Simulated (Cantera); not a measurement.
# trisilylamine + NH₃ + N₂ (silicon nitride deposition)

Feed: 1 mol trisilylamine, 5 mol NH₃, 25 mol N₂, equilibrated at 10000 Pa.

Method: chemical equilibrium by Gibbs-energy minimisation in Cantera with the NASA 1993 tables (ideal gas, pure condensed phases). Candidate condensed phases: Si, Si₃N₄; 18 gas species. The feed counts by its element totals alone. The tables' values for SiN are old estimates; treat these amounts as uncertain. Gases not in the tables: Si₂H₆ and higher silanes. Kinetics and transport are ignored.

```csv
T (K),x N₂,x H₂,x H,x Si,x NH₃,x SiH,x Si₂N,n Si₃N₄(s),n Si(l)
773,0.684,0.316,1.61e-12,<1e-12,5.81e-5,<1e-12,<1e-12,1.00,0
873,0.684,0.316,8.31e-11,<1e-12,2.23e-5,<1e-12,<1e-12,1.00,0
973,0.684,0.316,1.92e-9,<1e-12,1.03e-5,<1e-12,<1e-12,1.00,0
1073,0.684,0.316,2.49e-8,<1e-12,5.43e-6,<1e-12,<1e-12,1.00,0
1173,0.684,0.316,2.10e-7,<1e-12,3.19e-6,<1e-12,<1e-12,1.00,0
1273,0.684,0.316,1.27e-6,<1e-12,2.03e-6,<1e-12,<1e-12,1.00,0
1373,0.684,0.316,5.92e-6,4.90e-12,1.38e-6,4.95e-12,<1e-12,1.00,0
1473,0.684,0.316,2.25e-5,2.99e-10,9.88e-7,1.91e-10,<1e-12,1.00,0
1573,0.684,0.316,7.22e-5,1.07e-8,7.37e-7,4.59e-9,8.51e-11,1.000,0
1673,0.684,0.316,0.000202,2.49e-7,5.69e-7,7.48e-8,4.63e-9,1.000,0
1773,0.684,0.315,0.000505,4.03e-6,4.53e-7,8.84e-7,1.59e-7,1.000,0
1873,0.684,0.315,0.00115,4.82e-5,3.69e-7,7.97e-6,3.69e-6,0.999,0
1973,0.699,0.298,0.00233,0.000316,2.87e-7,3.94e-5,3.12e-5,0,2.98
```
x: gas mole fraction; n: condensed amount in mol.

From 773 K to 1873 K the condensed part is Si₃N₄(s). At 1973 K the condensed part is Si(l).
